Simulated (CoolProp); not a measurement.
Values from CoolProp's reference Helmholtz-energy equation of state, Span 2000.

Problem. For nitrogen, give the phase and the Prandtl number at 199.3 K and 39.7 bar; 238.6 K and 39.7 bar; 277.9 K and 39.7 bar.

Solution. 
- 199.3 K and 39.7 bar: supercritical; Prandtl number 0.824
- 238.6 K and 39.7 bar: supercritical; Prandtl number 0.773
- 277.9 K and 39.7 bar: supercritical; Prandtl number 0.748

Viscosity comes from a separate model (Lemmon 2004). Thermal conductivity comes from a separate model (Lemmon 2004).
